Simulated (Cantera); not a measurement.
**Adiabatic ignition**

An adiabatic, constant-pressure homogeneous reactor starts with 27.4 % H2, 15.2 % O2, 57.3 % N2, equivalence ratio 0.90, at 1275 K and 0.266 atm.

Cantera simulation using GRI-Mech 3.0 (53 species, 325 reactions); the numbers are that mechanism's predictions, not measurements.

| t (s) | T (K) | x H2 | x O2 | x NO2 | x O | x H2O | x HO2 |
|---|---|---|---|---|---|---|---|
| 2.00e-6 | 1275 | 0.274 | 0.152 | <1e-12 | 4.26e-10 | 4.54e-10 | 5.93e-9 |
| 6.70e-6 | 1275 | 0.274 | 0.152 | <1e-12 | 3.31e-9 | 1.03e-8 | 2.01e-8 |
| 2.24e-5 | 1275 | 0.274 | 0.152 | <1e-12 | 5.64e-8 | 3.89e-7 | 7.53e-8 |
| 7.52e-5 | 1276 | 0.273 | 0.152 | <1e-12 | 0.000123 | 0.00100 | 1.24e-5 |
| 0.000252 | 1917 | 0.0504 | 0.0411 | 7.63e-10 | 0.0253 | 0.188 | 5.01e-6 |
| 0.000844 | 2408 | 0.0442 | 0.0317 | 1.16e-8 | 0.0152 | 0.222 | 3.07e-6 |
| 0.00283 | 2646 | 0.0355 | 0.0262 | 2.59e-7 | 0.00935 | 0.245 | 4.82e-6 |
| 0.00948 | 2648 | 0.0357 | 0.0244 | 8.74e-7 | 0.00874 | 0.246 | 4.63e-6 |
| 0.0317 | 2646 | 0.0359 | 0.0236 | 1.18e-6 | 0.00849 | 0.246 | 4.48e-6 |
| 0.106 | 2645 | 0.0359 | 0.0236 | 1.18e-6 | 0.00848 | 0.246 | 4.48e-6 |
| 0.356 | 2645 | 0.0359 | 0.0236 | 1.18e-6 | 0.00848 | 0.246 | 4.48e-6 |
| 1.19 | 2645 | 0.0359 | 0.0236 | 1.18e-6 | 0.00848 | 0.246 | 4.48e-6 |
| 4.00 | 2645 | 0.0359 | 0.0236 | 1.18e-6 | 0.00848 | 0.246 | 4.48e-6 |
x: mole fraction; the columns are a selection and need not sum to one.

```json
{
  "time_of_steepest_temperature_rise": "0.113 ms",
  "temperature at 4.00 s": "2645 K",
  "equilibrium_temperature": "2645 K",
  "x(H2) at 4.00 s": "0.0359 (gas-phase equilibrium 0.0359)",
  "x(O2) at 4.00 s": "0.0236 (gas-phase equilibrium 0.0236)",
  "x(NO2) at 4.00 s": "1.18e-6 (gas-phase equilibrium 1.18e-6)"
}
```
